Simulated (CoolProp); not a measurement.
Decamethylcyclopentasiloxane (D5) along the isobar 181 kPa: fugacity coefficient from the reference equation and from simpler models built on Tc = 345.1 °C, pc = 1078 kPa, ω = 0.631; each cubic takes its own stable root.

Model: reference Helmholtz-energy equation of state, Thol 2019, in CoolProp.

| T (°C) | phase | reference | van der Waals | Peng-Robinson |
|---|---|---|---|---|
| 157.55 | liquid | 0.1288 | 0.8840 | 0.1330 |
| 173.55 | liquid | 0.2064 | 0.8933 | 0.2098 |
| 189.55 | liquid | 0.3147 | 0.9016 | 0.3167 |
| 205.55 | liquid | 0.4597 | 0.9090 | 0.4598 |
| 221.55 | liquid | 0.6462 | 0.9157 | 0.6440 |
| 253.45 | gas | 0.8909 | 0.9272 | 0.8900 |
| 269.45 | gas | 0.9026 | 0.9321 | 0.9005 |
| 285.45 | gas | 0.9127 | 0.9366 | 0.9099 |

At some of these states van der Waals gives the other phase, because its saturation line lies elsewhere.
